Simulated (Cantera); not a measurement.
Cantera run:

```python
import numpy as np
import cantera as ct

gas_names = """
    H N2 BF3 HF
""".split()
cond_names = """
    BN(s)
""".split()


# ... load() reads the species with a 1 bar reference pressure and builds the phases ...
species = {s.name: s for s in load("nasa_gas.yaml", gas_names) + load("nasa_condensed.yaml", cond_names)}
# Each term lists the table entries of one substance; the one whose range holds T is used.
reactions = {
    '6 H(g) + N2(g) + 2 BF3(g) = 6 HF(g) + 2 BN':
        [(-6, ['H']), (-1, ['N2']), (-2, ['BF3']), (6, ['HF']), (2, ['BN(s)'])],
}


def pick(names, T):
    return next(species[n] for n in names if species[n].thermo.min_temp <= T <= species[n].thermo.max_temp)


results = []
for label, terms in reactions.items():
    print(label)
    print("     T/K   dH/kJ  dS/(J/K)   dG/kJ   log10 K")
    for T in [300, 1773, 1798, 1823, 1848, 1873, 1898, 1923, 1948, 1973, 1998]:
        used = [(nu, pick(names, T)) for nu, names in terms]
        dH = sum(nu * s.thermo.h(T) for nu, s in used) / 1e6
        dS = sum(nu * s.thermo.s(T) for nu, s in used) / 1e3
        dG = dH - T * dS / 1e3
        logK = -dG * 1e6 / (ct.gas_constant * T * np.log(10))
        results.append((label, T, dH, dS, dG, logK, [s.name for _, s in used]))
        print(f"{T:8g} {dH:8.1f} {dS:8.1f} {dG:8.1f} {logK:8.2f}")
```

Output:

```
6 H(g) + N2(g) + 2 BF3(g) = 6 HF(g) + 2 BN
     T/K   dH/kJ  dS/(J/K)   dG/kJ   log10 K
     300  -1173.9   -316.6  -1078.9   187.85
    1773  -1227.2   -385.4   -543.9    16.02
    1798  -1227.8   -385.7   -534.3    15.52
    1823  -1228.3   -386.0   -524.6    15.03
    1848  -1228.9   -386.3   -515.0    14.56
    1873  -1229.4   -386.6   -505.3    14.09
    1898  -1230.0   -386.9   -495.6    13.64
    1923  -1230.5   -387.2   -486.0    13.20
    1948  -1231.0   -387.5   -476.3    12.77
    1973  -1231.6   -387.7   -466.6    12.35
    1998  -1232.1   -388.0   -456.9    11.94
```

Source: NASA polynomial tables (part measured, part estimated), evaluated in Cantera. Condensed species are held in their standard states even where they would react or evaporate.
